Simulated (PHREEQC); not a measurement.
Model water analysis in mmol/kgw, 90 °C, pH 2.86, pe 10.5: Na 7.01; K 0.0553; Ca 9.61; Mg 6.4; Cl 5.85; S(6) 17.8; Mn(2) 0.24; N(5) 0.0234; Cu(2) 0.0115.

Na is adjusted to close the charge balance.
Valence states are taken as typed.

Computed with PHREEQC (ion-association model with the Debye-Hückel limiting law, phreeqc.dat).

Precipitation was switched off in this run.

Task: What ionic strength does the model give?

Result: ionic strength 0.0500 mol/kgw.

Task: In which forms is Ca present?

Result: Ca+2 80 %, CaSO4 19 %, CaHSO4+ 0.9 % of the Ca.

Complexes and solids missing from the database can't appear. Constants without temperature data keep their 25 °C values here.
